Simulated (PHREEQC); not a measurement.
HNO3 is added in steps, without added water, to 1 kg of water holding 8.7 mmol/kgw Ni(NO3)2 and 2.3 mmol/kgw NaOH, at 20 °C. Oxygen is held at 0.21 atm. No CO2 enters from the air. The run lets Ni(OH)2 precipitate or redissolve, and no other solid.

Base run: PHREEQC, ion-association model, wateq4f.dat. Each further column changes one thing. The table gives pH.

```tsv
HNO3 added (mol)	base	Debye-Hückel limiting law	all activity coefficients set to 1	Davies equation for every ion	metal-ligand complexes left out
0	6.40	6.43	6.27	6.40	6.40
0.0035	2.98	3.01	2.92	2.99	2.98
0.007	2.39	2.42	2.33	2.40	2.39
0.01225	2.06	2.10	2.00	2.08	2.06
0.01575	1.94	1.97	1.87	1.95	1.94
0.01925	1.84	1.88	1.77	1.85	1.84
0.02275	1.76	1.80	1.69	1.77	1.76
0.02625	1.69	1.74	1.62	1.71	1.69
0.02975	1.63	1.68	1.56	1.65	1.63
0.035	1.56	1.61	1.49	1.58	1.56
0.0385	1.51	1.57	1.44	1.53	1.51
0.042	1.48	1.53	1.40	1.50	1.48
```

The database's Ni(OH)2 is the aged solid; a fresh precipitate is more soluble.
